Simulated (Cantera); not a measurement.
Standard-state values (1 bar) from the NASA 1993 polynomials, evaluated with Cantera. Values are per mole of reaction as written; species without (g) are pure solids or liquids, kept so even where they would boil at 1 bar.

**Question.** Between 300 and 2175 K, where is each reaction favourable under standard conditions?
- 3 Ta + 2 O3(g) = 3 TaO2(g)

**Answer.** 
- 3 Ta + 2 O3(g) = 3 TaO2(g): ΔG° is -958 kJ at 300 K and -1341 kJ at 2175 K; it stays negative (K > 1). ΔH° is -952 kJ and ΔS° 179 J/K at 2175 K.
